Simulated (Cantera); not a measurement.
Feed: 1 mol C2F6, 0.38 mol CH4, 0.45 mol H2, held at 0.105 Torr.

Equilibrium computed with Cantera from the NASA thermochemical tables; the gas is ideal and each condensed phase is pure. Candidate condensed phases: C, C6H6, C7H8, C8H18; 110 gas species. Ions and electrons are included (thermal ionisation). The feed counts by its element totals alone. Equilibrium is a limit: real reactors are often held back by kinetics, nucleation or transport.

Problem. Which condensed phases are stable at each of these points (T (°C)): 2227, 2727, 3227, 3727, 4227, 4727?

Solution. 
```json
[
 {"T (°C)": "2227", "condensed phases": "C(graphite)", "C condensed (%)": "90.8"},
 {"T (°C)": "2727", "condensed phases": "gas only", "C condensed (%)": "0.0"},
 {"T (°C)": "3227", "condensed phases": "gas only", "C condensed (%)": "0.0"},
 {"T (°C)": "3727", "condensed phases": "gas only", "C condensed (%)": "0.0"},
 {"T (°C)": "4227", "condensed phases": "gas only", "C condensed (%)": "0.0"},
 {"T (°C)": "4727", "condensed phases": "gas only", "C condensed (%)": "0.0"}
]
```

At 2227 °C the condensed part is C(graphite). From 2727 °C to 4727 °C nothing is condensed.
